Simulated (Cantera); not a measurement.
Input: 1 mol MgO, 2.3 mol HCl, 6.8 mol N₂, at 1125 K and 50000 Pa.

These are equilibrium values from Cantera (NASA tables, ideal gas, pure condensed phases), not measurements of a reactor. Candidate condensed phases: H₂O, Mg, MgCl₂, MgO, Mg(OH)₂, NH₄Cl; 38 gas species. The numbers say what is thermodynamically allowed, not how fast it happens.

Base state: N₂ 0.747, HCl 0.247, H₂O 0.00280, MgCl₂ 0.00280 (mole fractions); condensed: MgO(s).

Task: What changes in the equilibrium state with this change: temperature from 1125 K to 1550 K?

Result: 
```csv
species,before,after
N₂,0.747,0.747
HCl,0.247,0.214
MgCl₂,0.00280,0.0192
H₂O,0.00280,0.0192
Cl,5.49e-6,0.000475
H₂,6.32e-6,0.000257
"MgO(s), mol",0.975,0.825
```
